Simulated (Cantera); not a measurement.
**Ignition delay**

Mixture: CH₄ : CO : O₂ : N₂ = 1 : 0.31 : 4.14 : 15.6 (molar parts), equivalence ratio 0.52, at 210000 Pa, adiabatic and at constant volume. Ignition delay is the time to a rise of 400 K.

Computed with Cantera and GRI-Mech 3.0 (53 species, 325 reactions).

```json
[
 {"T0 (K)": "1100", "delay (ms)": "81.5"},
 {"T0 (K)": "1200", "delay (ms)": "17.7"},
 {"T0 (K)": "1300", "delay (ms)": "4.56"},
 {"T0 (K)": "1400", "delay (ms)": "1.38"},
 {"T0 (K)": "1500", "delay (ms)": "0.495"},
 {"T0 (K)": "1600", "delay (ms)": "0.207"},
 {"T0 (K)": "1700", "delay (ms)": "0.0993"},
 {"T0 (K)": "1800", "delay (ms)": "0.0527"}
]
```

| Property | Result |
|---|---|
| apparent activation energy between 1600 and 1800 K | 160 kJ/mol |
